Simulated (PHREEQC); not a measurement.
Dissolve 0.00049 mol Li2CO3 per kg of water at 20 °C. Closed to the air; pH follows from the charge balance.

Equilibrium calculation in PHREEQC: Pitzer model, pitzer.dat.

```tsv
quantity	before	after
pH	10.47	10.22
ionic strength (mol/kgw)	0.00126	0.00122
CO3-2 (mol/kgw)	0.000282	0.000237
HCO3- (mol/kgw)	0.000208	0.000253
CO2 (mol/kgw)	1.61e-8	3.05e-8
```

What was changed between the two runs?
A) diluted 10-fold with water
B) Li2CO3 from 0.00049 to 0.000245 mol/kgw
C) temperature from 20 to 30 °C
D) Li2CO3 from 0.00049 to 4.9e-05 mol/kgw
E) temperature from 20 to 80 °C

C, temperature from 20 to 30 °C

Precipitation was switched off in this run.
